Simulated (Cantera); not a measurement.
## Formation from one mole of O2

Source: NASA polynomial tables (part measured, part estimated), evaluated in Cantera. Values are per mole of reaction as written; species without (g) are pure solids or liquids, kept so even where they would boil at 1 bar.

4 Al + O2(g) = 2 Al2O(g)

```csv
T (K),ΔH° (kJ),ΔS° (J/K),ΔG° (kJ),log10 K
1400,-371.6,91.4,-499.6,18.64
1475,-374.6,89.3,-506.4,17.93
1550,-377.7,87.3,-513.0,17.29
1625,-380.7,85.4,-519.5,16.70
1700,-383.7,83.6,-525.8,16.16
1775,-386.8,81.8,-532.0,15.66
1850,-389.8,80.1,-538.1,15.19
1925,-392.9,78.5,-544.0,14.76
2000,-395.9,77.0,-549.9,14.36
2075,-399.0,75.4,-555.6,13.99
```

4 Li + O2(g) = 2 Li2O

| T (K) | ΔH° (kJ) | ΔS° (J/K) | ΔG° (kJ) | log10 K | condensed phases |
|---|---|---|---|---|---|
| 1400 | -1195.7 | -266.1 | -823.1 | 30.71 | Li(l), Li2O(s) |
| 1475 | -1192.9 | -264.1 | -803.2 | 28.45 | Li(l), Li2O(s) |
| 1550 | -1189.9 | -262.2 | -783.5 | 26.40 | Li(l), Li2O(s) |
| 1625 | -1187.0 | -260.3 | -763.9 | 24.56 | Li(l), Li2O(s) |
| 1700 | -1184.0 | -258.5 | -744.5 | 22.87 | Li(l), Li2O(s) |
| 1775 | -1181.0 | -256.8 | -725.1 | 21.34 | Li(l), Li2O(s) |
| 1850 | -1060.8 | -191.6 | -706.4 | 19.94 | Li(l), Li2O(l) |
| 1925 | -1057.7 | -190.0 | -692.1 | 18.78 | Li(l), Li2O(l) |
| 2000 | -1054.8 | -188.5 | -677.9 | 17.70 | Li(l), Li2O(l) |
| 2075 | -1052.0 | -187.1 | -663.8 | 16.71 | Li(l), Li2O(l) |

Nb + O2(g) = NbO2(g)

```
T (K)  ΔH° (kJ)  ΔS° (J/K)  ΔG° (kJ)  log10 K
-----  --------  ---------  --------  -------
1400     -208.1       19.9    -235.9     8.80
1475     -208.8       19.4    -237.4     8.41
1550     -209.5       18.9    -238.8     8.05
1625     -210.3       18.4    -240.2     7.72
1700     -211.1       17.9    -241.6     7.42
1775     -211.9       17.4    -242.9     7.15
1850     -212.8       16.9    -244.2     6.89
1925     -213.8       16.4    -245.4     6.66
2000     -214.8       15.9    -246.7     6.44
2075     -215.8       15.4    -247.8     6.24
```

Zr + O2(g) = ZrO2(g)

```csv
T (K),ΔH° (kJ),ΔS° (J/K),ΔG° (kJ),log10 K
1400,-298.7,14.8,-319.4,11.92
1475,-299.3,14.3,-320.5,11.35
1550,-300.0,13.9,-321.5,10.84
1625,-300.8,13.4,-322.5,10.37
1700,-301.6,12.9,-323.5,9.94
1775,-302.4,12.4,-324.5,9.55
1850,-303.3,11.9,-325.4,9.19
1925,-304.3,11.4,-326.3,8.85
2000,-305.4,10.9,-327.1,8.54
2075,-306.5,10.3,-327.9,8.25
```
